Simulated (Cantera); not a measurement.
What does this Cantera script print?

```python
import numpy as np
import cantera as ct

gas_names = """
    C CH CH2 CH3 CH2OH CH3O CH4 CH3OH CN CO CO2 COOH C2 C2H CHCO,ketyl C2H2,acetylene C2H2,vinylidene
    CH2CO,ketene C2H3,vinyl CH3CN CH3CO,acetyl C2H4 C2H4O,ethylen CH3CHO,ethanal CH3COOH (HCOOH)2 C2H5
    C2H6 CH3OCH3 C2H5OH CCN CNC C2N2 C2O C3 C3H3,propargyl C3H4,allene C3H4,propyne C3H4,cyclo-
    C3H5,allyl C3H6,propylene C3H6,cyclo- C3H6O C3H7,n-propyl C3H7,i-propyl C3H8 C3H8O,1propanol
    C3H8O,2propanol C3O2 C4 C4H2 C4H4,1,3-cyclo- C4H6,butadiene C4H6,2-butyne C4H6,cyclo- C4H8,1-butene
    C4H8,cis2-buten C4H8,tr2-butene C4H8,isobutene C4H8,cyclo- (CH3COOH)2 C4H9,n-butyl C4H9,i-butyl
    C4H9,s-butyl C4H9,t-butyl C4H10,isobutane C4H10,n-butane C4N2 C5 C5H6,1,3cyclo- C5H8,cyclo-
    C5H10,1-pentene C5H10,cyclo- C5H11,pentyl C5H11,t-pentyl C5H12,n-pentane C5H12,i-pentane
    CH3C(CH3)2CH3 C6H2 C6H5,phenyl C6H5O,phenoxy C6H6 C6H5OH,phenol C6H10,cyclo- C6H12,1-hexene
    C6H12,cyclo- C6H13,n-hexyl C7H7,benzyl C7H8 C7H8O,cresol C7H14,1-heptene C7H15,n-heptyl
    C7H16,n-heptane C8H8,styrene C8H10,ethylbenz C8H16,1-octene C8H17,n-octyl C8H18,isooctane
    C8H18,n-octane C9H19,n-nonyl C10H8,naphthale C10H21,n-decyl C12H9,o-bipheny C12H10,bipheny H HCN HCO
    HCCN HNC HNCO HNO HNO2 HNO3 HO2 H2 HCHO,formaldehy HCOOH H2O H2O2 N NCO NH NH2 NH3 NH2OH NO NO2 NO3
    N2 N2H2 N2H4 N2O O OH O2 O3 Si SiC SiC2 SiC4H12 SiH SiH2 SiH3 SiH4 SiN SiO SiO2 Si2 Si2C Si2N Si3
""".split()
cond_names = """
    C(gr) C6H6(L) C7H8(L) C8H18(L),n-octa H2O(s) H2O(L) Si(cr) Si(L) SiC(b) SiO2(Lqz) SiO2(hqz) SiO2(L)
    Si2N2O(s) Si3N4(a)
""".split()


def load(file, names, dense=False):
    # The tables refer to 1 bar. Condensed volumes are neglected.
    table = {s.name: s for s in ct.Species.list_from_file(file)}
    out = []
    for n in names:
        d = dict(table[n].input_data)
        d["thermo"] = dict(d["thermo"], **{"reference-pressure": 1e5})
        if dense:
            d["equation-of-state"] = {"model": "constant-volume", "density": "1e6 g/cm^3"}
        out.append(ct.Species.from_dict(d))
    return out


gas = ct.Solution(thermo="ideal-gas", species=load("nasa_gas.yaml", gas_names))
cond = {s.name: ct.Solution(thermo="fixed-stoichiometry", species=[s], name=s.name)
        for s in load("nasa_condensed.yaml", cond_names, dense=True)}
atoms = {
    'Si3N4': {'Si': 3, 'N': 4},
    'CO2': {'C': 1, 'O': 2},
    'H2': {'H': 2},
}
top_T = {'C(gr)': 4500, 'SiC(b)': 3050, 'Si2N2O(s)': 2100, 'Si3N4(a)': 2400}  # K; cautious upper limits of use, not melting points


def equilibrate(T, P, feed):
    n = {}
    for name, mol in feed.items():
        for a, k in atoms[name].items():
            n[a] = n.get(a, 0.0) + k * mol
    gas.TPX = T, P, n
    mass = sum(n.values()) * gas.mean_molecular_weight
    gas.equilibrate("TP")
    valid = [c for c in cond.values() if c.min_temp <= T <= top_T.get(c.name, c.max_temp)]
    mix = ct.Mixture([(gas, mass / gas.mean_molecular_weight)] + [(c, 0.0) for c in valid])
    mix.T, mix.P = T, P
    mix.equilibrate("TP", solver="vcs", rtol=1e-11, max_steps=5000)
    return mix


results = []
feed = {'Si3N4': 1, 'CO2': 0.053, 'H2': 370}  # mol
T = 1300  # K
P = 0.12  # Pa
mix = equilibrate(T, P, feed)
results.append((T, P, feed, dict(zip(mix.species_names, mix.species_moles))))
x = sorted(zip(gas.X, gas.species_names), reverse=True)
print(f"T = {T:g} K  P = {P:g} Pa  gas = {mix.phase_moles(0):.4g} mol")
print("   x: " + "  ".join(f"{s} {v:.3e}" for v, s in x if v > 0.0001))
print("   condensed (mol): " + ("  ".join(f"{mix.phase(i).name} {mix.phase_moles(i):.4g}"
      for i in range(1, mix.n_phases) if mix.phase_moles(i) > 1e-12) or "none"))
```

It prints:

```
T = 1300 K  P = 0.12 Pa  gas = 372.3 mol
   x: H2 9.933e-01  N2 5.372e-03  H 1.006e-03  SiO 2.814e-04
   condensed (mol): Si(cr) 2.83  SiC(b) 0.05175
```

Cantera equilibrium calculation (NASA polynomials, part measured and part estimated; ideal gas, pure solids and liquids). Mutual solubility and eutectic melting of coexisting phases are not modelled.
